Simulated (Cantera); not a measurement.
What does this Cantera script print?

```python
import numpy as np
import cantera as ct

gas = ct.Solution("h2o2.yaml")
gas.TPX = 1400, 42000, {'H2': 1.3, 'O2': 1, 'N2': 5.6}
reactor = ct.IdealGasConstPressureReactor(gas, energy="off", clone=False)
net = ct.ReactorNet([reactor])
net.rtol, net.atol = 1e-08, 1e-18
show = ['H2', 'O2', 'H', 'OH', 'H2O2']
times = np.geomspace(2e-05, 3, 10)

steps = ct.SolutionArray(gas, extra=["t"])
rows = []
print(f"{'t/s':>10s}{'T/K':>9s}{'P/Pa':>11s}" + "".join(f"{s:>11s}" for s in show))
for t in times:
    while net.time < t:
        t_next = net.step()
        steps.append(gas.state, t=t_next)
    rows.append([np.interp(t, steps.t, y) for y in (steps.T, steps.P, *steps(*show).X.T)])
    print(f"{t:10.3e}{rows[-1][0]:9.1f}{rows[-1][1]:11.4g}" + "".join(f"{x:11.3e}" for x in rows[-1][2:]))
rate = np.gradient(steps.T, steps.t)
print("integrator steps:", len(steps.t))
if steps.T.max() > steps.T[0] + 200:
    print(f"time of steepest temperature rise: {steps.t[rate.argmax()]:.4e} s")
gas.TPX = 1400, 42000, {'H2': 1.3, 'O2': 1, 'N2': 5.6}
gas.equilibrate("TP")
print(f"equilibrium (TP): T = {gas.T:.1f} K  " + "  ".join(f"{s} {gas[s].X[0]:.3e}" for s in show))
```

It prints:

```
       t/s      T/K       P/Pa         H2         O2          H         OH       H2O2
 2.000e-05   1400.0    4.2e+04  1.645e-01  1.266e-01  7.623e-06  1.153e-06  5.804e-09
 7.519e-05   1400.0    4.2e+04  2.293e-02  5.994e-02  6.318e-02  7.594e-03  1.668e-06
 2.827e-04   1400.0    4.2e+04  9.395e-03  5.111e-02  1.257e-02  4.639e-03  1.836e-06
 1.063e-03   1400.0    4.2e+04  1.014e-03  4.819e-02  3.591e-04  1.404e-03  7.313e-07
 3.995e-03   1400.0    4.2e+04  6.494e-05  4.820e-02  5.904e-06  3.601e-04  1.351e-07
 1.502e-02   1400.0    4.2e+04  7.446e-06  4.824e-02  2.508e-07  1.272e-04  2.653e-08
 5.646e-02   1400.0    4.2e+04  1.504e-06  4.826e-02  2.401e-08  5.823e-05  6.776e-09
 2.123e-01   1400.0    4.2e+04  6.234e-07  4.827e-02  6.495e-09  3.721e-05  3.083e-09
 7.980e-01   1400.0    4.2e+04  5.727e-07  4.827e-02  5.719e-09  3.556e-05  2.855e-09
 3.000e+00   1400.0    4.2e+04  5.727e-07  4.827e-02  5.719e-09  3.556e-05  2.855e-09
integrator steps: 1870
equilibrium (TP): T = 1400.0 K  H2 5.727e-07  O2 4.827e-02  H 5.719e-09  OH 3.556e-05  H2O2 2.855e-09
```

Cantera simulation using the H2/O2 subset of GRI-Mech 3.0, which has no nitrogen chemistry; the numbers are that mechanism's predictions, not measurements. The temperature is held fixed by assumption; the heat of reaction is taken as removed at once.
